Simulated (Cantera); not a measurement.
A Cantera script and what it prints.

```python
import numpy as np
import cantera as ct

gas_names = """
    H HO2 H2 H2O H2O2 H2S H2SO4 Na NaH NaO NaOH Na2 Na2O Na2O2H2 Na2SO4 O OH O2 O3 S SH SO SO2 SO3 S2
    S2O S8
""".split()
cond_names = """
    H2O(s) H2O(L) H2SO4(L) Na(cr) Na(L) NaOH(a) NaOH(L) NaO2(s) Na2O(c) Na2O(a) Na2O(L) Na2O2(a)
    Na2O2(b) Na2S(1) Na2S(2) Na2S(L) Na2SO4(V) Na2SO4(IV) Na2SO4(I) Na2SO4(L) S(cr1) S(cr2) S(L)
""".split()


# ... load() reads the species with a 1 bar reference pressure and builds the phases ...
atoms = {
    'Na2SO4': {'Na': 2, 'S': 1, 'O': 4},
    'H2O': {'H': 2, 'O': 1},
}
top_T = {'NaO2(s)': 800, 'Na2O2(b)': 940}  # K; cautious upper limits of use, not melting points


# ... equilibrate(T, P, feed) seeds the gas with the atoms and calls Mixture.equilibrate('TP', solver="vcs", rtol=1e-11, max_steps=5000) ...
results = []
feed = {'Na2SO4': 1, 'H2O': 0.074}  # mol
for P in [10, 68, 460, 3200, 22000, 150000, 1000000]:
    for T in [1300, 1350, 1400, 1450, 1500, 1550, 1600, 1650, 1700, 1750, 1800, 1850, 1900]:
        mix = equilibrate(T, P, feed)
        results.append((T, P, feed, dict(zip(mix.species_names, mix.species_moles))))

for T, P, feed, n in results:
    print(f"{T:7g} {P:10.4g}  " + (" + ".join(c for c in cond_names if n.get(c, 0) > 1e-12) or "gas only"))
```

It prints:

```
   1300         10  Na2SO4(L)
   1350         10  Na2SO4(L)
   1400         10  Na2SO4(L)
   1450         10  gas only
   1500         10  gas only
   1550         10  gas only
   1600         10  gas only
   1650         10  gas only
   1700         10  gas only
   1750         10  gas only
   1800         10  gas only
   1850         10  gas only
   1900         10  gas only
   1300         68  Na2SO4(L)
   1350         68  Na2SO4(L)
   1400         68  Na2SO4(L)
   1450         68  Na2SO4(L)
   1500         68  Na2SO4(L)
   1550         68  Na2SO4(L)
   1600         68  gas only
   1650         68  gas only
   1700         68  gas only
   1750         68  gas only
   1800         68  gas only
   1850         68  gas only
   1900         68  gas only
   1300        460  Na2SO4(L)
   1350        460  Na2SO4(L)
   1400        460  Na2SO4(L)
   1450        460  Na2SO4(L)
   1500        460  Na2SO4(L)
   1550        460  Na2SO4(L)
   1600        460  Na2SO4(L)
   1650        460  Na2SO4(L)
   1700        460  Na2SO4(L)
   1750        460  gas only
   1800        460  gas only
   1850        460  gas only
   1900        460  gas only
   1300       3200  Na2SO4(L)
   1350       3200  Na2SO4(L)
   1400       3200  Na2SO4(L)
   1450       3200  Na2SO4(L)
   1500       3200  Na2SO4(L)
   1550       3200  Na2SO4(L)
   1600       3200  Na2SO4(L)
   1650       3200  Na2SO4(L)
   1700       3200  Na2SO4(L)
   1750       3200  Na2SO4(L)
   1800       3200  Na2SO4(L)
   1850       3200  Na2SO4(L)
   1900       3200  gas only
   1300    2.2e+04  Na2SO4(L)
   1350    2.2e+04  Na2SO4(L)
   1400    2.2e+04  Na2SO4(L)
   1450    2.2e+04  Na2SO4(L)
   1500    2.2e+04  Na2SO4(L)
   1550    2.2e+04  Na2SO4(L)
   1600    2.2e+04  Na2SO4(L)
   1650    2.2e+04  Na2SO4(L)
   1700    2.2e+04  Na2SO4(L)
   1750    2.2e+04  Na2SO4(L)
   1800    2.2e+04  Na2SO4(L)
   1850    2.2e+04  Na2SO4(L)
   1900    2.2e+04  Na2SO4(L)
   1300    1.5e+05  Na2SO4(L)
   1350    1.5e+05  Na2SO4(L)
   1400    1.5e+05  Na2SO4(L)
   1450    1.5e+05  Na2SO4(L)
   1500    1.5e+05  Na2SO4(L)
   1550    1.5e+05  Na2SO4(L)
   1600    1.5e+05  Na2SO4(L)
   1650    1.5e+05  Na2SO4(L)
   1700    1.5e+05  Na2SO4(L)
   1750    1.5e+05  Na2SO4(L)
   1800    1.5e+05  Na2SO4(L)
   1850    1.5e+05  Na2SO4(L)
   1900    1.5e+05  Na2SO4(L)
   1300      1e+06  Na2SO4(L)
   1350      1e+06  Na2SO4(L)
   1400      1e+06  Na2SO4(L)
   1450      1e+06  Na2SO4(L)
   1500      1e+06  Na2SO4(L)
   1550      1e+06  Na2SO4(L)
   1600      1e+06  Na2SO4(L)
   1650      1e+06  Na2SO4(L)
   1700      1e+06  Na2SO4(L)
   1750      1e+06  Na2SO4(L)
   1800      1e+06  Na2SO4(L)
   1850      1e+06  Na2SO4(L)
   1900      1e+06  Na2SO4(L)
```

Cantera equilibrium calculation (NASA polynomials, part measured and part estimated; ideal gas, pure solids and liquids).
